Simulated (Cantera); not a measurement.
## Premixed flame

A freely propagating, adiabatic, planar premixed flame of 25.4 % H2, 15.7 % O2, 58.9 % N2, unburnt at 550 K and 5.00 bar; mixture-averaged transport, grid criteria slope 0.08 and curve 0.16, no radiation.

Computed with Cantera and the H2/O2 subset of GRI-Mech 3.0, which has no nitrogen chemistry. The hydrogen kinetics of GRI-Mech 3.0 are dated; newer H2 mechanisms differ, most at raised pressure. Burning velocities carry a grid error of a few per cent, more on coarse grids.

| z (mm) | T (K) | u (m/s) | x H2 | x O2 | x OH | x H2O2 | x HO2 | x O |
|---|---|---|---|---|---|---|---|---|
| -0.169 | 550 | 4.19 | 0.254 | 0.157 | <1e-8 | <1e-8 | <1e-8 | <1e-8 |
| -0.113 | 550 | 4.19 | 0.254 | 0.157 | <1e-8 | <1e-8 | 2.29e-8 | <1e-8 |
| -0.0845 | 550 | 4.18 | 0.253 | 0.157 | <1e-8 | 2.79e-8 | 4.44e-7 | <1e-8 |
| -0.0564 | 553 | 4.18 | 0.249 | 0.158 | <1e-8 | 4.75e-7 | 7.38e-6 | 1.08e-7 |
| -0.0282 | 622 | 4.57 | 0.221 | 0.161 | 4.34e-5 | 3.54e-5 | 0.000536 | 1.10e-5 |
| -0.0141 | 924 | 6.55 | 0.172 | 0.152 | 0.000966 | 9.71e-5 | 0.000796 | 0.000351 |
| 0 | 1361 | 9.41 | 0.104 | 0.117 | 0.00344 | 2.88e-5 | 0.000398 | 0.00299 |
| 0.0141 | 1672 | 11.5 | 0.0516 | 0.0759 | 0.00859 | 5.70e-6 | 0.000203 | 0.00661 |
| 0.0282 | 1848 | 12.6 | 0.0295 | 0.0550 | 0.0128 | 3.41e-6 | 0.000117 | 0.00797 |
| 0.0564 | 2025 | 13.7 | 0.0186 | 0.0441 | 0.0152 | 2.06e-6 | 6.25e-5 | 0.00684 |
| 0.113 | 2171 | 14.6 | 0.0125 | 0.0399 | 0.0142 | 1.33e-6 | 3.22e-5 | 0.00424 |
| 0.225 | 2273 | 15.2 | 0.00711 | 0.0377 | 0.0115 | 9.23e-7 | 1.60e-5 | 0.00220 |
| 0.451 | 2329 | 15.5 | 0.00363 | 0.0368 | 0.00859 | 6.97e-7 | 9.07e-6 | 0.00110 |
x: mole fraction of selected species; z is measured from the peak of heat release.

| Item | Value |
|---|---|
| laminar burning velocity | 419 cm/s |
| thermal thickness | 0.0564 mm |
| peak x(OH) | 0.0152 |
| peak x(H2O2) | 9.71e-5 |
| peak x(HO2) | 0.000941 |
| peak x(O) | 0.00800 |
